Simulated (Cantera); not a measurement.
What does this Cantera script print?

```python
import numpy as np
import cantera as ct

gas_names = """
    B BCL BCL2 BCL3 BN B2 CL CL2 N N2
""".split()
cond_names = """
    B(b) B(L) BN(s)
""".split()


def load(file, names, dense=False):
    # The tables refer to 1 bar. Condensed volumes are neglected.
    table = {s.name: s for s in ct.Species.list_from_file(file)}
    out = []
    for n in names:
        d = dict(table[n].input_data)
        d["thermo"] = dict(d["thermo"], **{"reference-pressure": 1e5})
        if dense:
            d["equation-of-state"] = {"model": "constant-volume", "density": "1e6 g/cm^3"}
        out.append(ct.Species.from_dict(d))
    return out


gas = ct.Solution(thermo="ideal-gas", species=load("nasa_gas.yaml", gas_names))
cond = {s.name: ct.Solution(thermo="fixed-stoichiometry", species=[s], name=s.name)
        for s in load("nasa_condensed.yaml", cond_names, dense=True)}
atoms = {
    'BCl3': {'B': 1, 'CL': 3},
    'N2': {'N': 2},
}
top_T = {'BN(s)': 3200}  # K; cautious upper limits of use, not melting points


def equilibrate(T, P, feed):
    n = {}
    for name, mol in feed.items():
        for a, k in atoms[name].items():
            n[a] = n.get(a, 0.0) + k * mol
    gas.TPX = T, P, n
    mass = sum(n.values()) * gas.mean_molecular_weight
    gas.equilibrate("TP")
    valid = [c for c in cond.values() if c.min_temp <= T <= top_T.get(c.name, c.max_temp)]
    mix = ct.Mixture([(gas, mass / gas.mean_molecular_weight)] + [(c, 0.0) for c in valid])
    mix.T, mix.P = T, P
    mix.equilibrate("TP", solver="vcs", rtol=1e-11, max_steps=5000)
    return mix


results = []
feed = {'BCl3': 1, 'N2': 17}  # mol
T = 975  # K
P = 1700  # Pa
mix = equilibrate(T, P, feed)
results.append((T, P, feed, dict(zip(mix.species_names, mix.species_moles))))
print(gas.report(threshold=0.001))
for i in range(1, mix.n_phases):
    print(f"{mix.phase(i).name:16s} {mix.phase_moles(i):12.5e} mol")
```

It prints:

```
       temperature   975 K
          pressure   1700 Pa
           density   0.0069133 kg/m^3
  mean mol. weight   32.967 kg/kmol
   phase of matter   gas

                          1 kg             1 kmol
                     ---------------   ---------------
          enthalpy           -2733.4            -90110  J
   internal energy       -2.4864e+05       -8.1967e+06  J
           entropy            8229.1        2.7128e+05  J/K
    Gibbs function       -8.0261e+06       -2.6459e+08  J
 heat capacity c_p              1067             35177  J/K
 heat capacity c_v            814.83             26862  J/K

                      mass frac. Y      mole frac. X     chem. pot. / RT
                     ---------------   ---------------   ---------------
              BCL3           0.19744          0.055555           -95.721
                N2           0.80256           0.94444           -28.928
     [   +8 minor]         4.066e-07        3.5126e-07

B(b)              0.00000e+00 mol
BN(s)             2.24914e-06 mol
```

Equilibrium computed with Cantera from the NASA thermochemical tables; the gas is ideal and each condensed phase is pure. N2 is the only nitrogen source here; it is nearly inert below about 1500 K, so the nitride shown seldom forms there in practice.
